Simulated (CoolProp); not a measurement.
Nitrous oxide along the isotherm 253.4 K: density (kg/m³) from the reference equation and from simpler models built on Tc = 309.5 K, pc = 7245 kPa, ω = 0.161; each cubic takes its own stable root.

The numbers come from the reference Helmholtz-energy equation of state, Lemmon 2006 in CoolProp. It is a short technical equation, of lower accuracy than the large ones.

```tsv
p (kPa)	phase	reference	van der Waals	Redlich-Kwong	Soave-Redlich-Kwong	Peng-Robinson
3290	liquid	1004	625.8	885.1	911.7	1034
6590	liquid	1017	652.2	907.8	931.1	1053
9880	liquid	1029	671.5	926.9	947.8	1071
13200	liquid	1040	687.1	943.7	962.7	1086
16500	liquid	1050	700.0	958.5	975.9	1100
19800	liquid	1059	711.2	971.8	988.0	1112
23100	liquid	1067	721.0	983.9	999.0	1124
26300	liquid	1075	729.5	994.7	1009	1134
29600	liquid	1083	737.4	1005	1018	1144
32900	liquid	1090	744.6	1015	1027	1153
36200	liquid	1097	751.3	1024	1036	1162
```
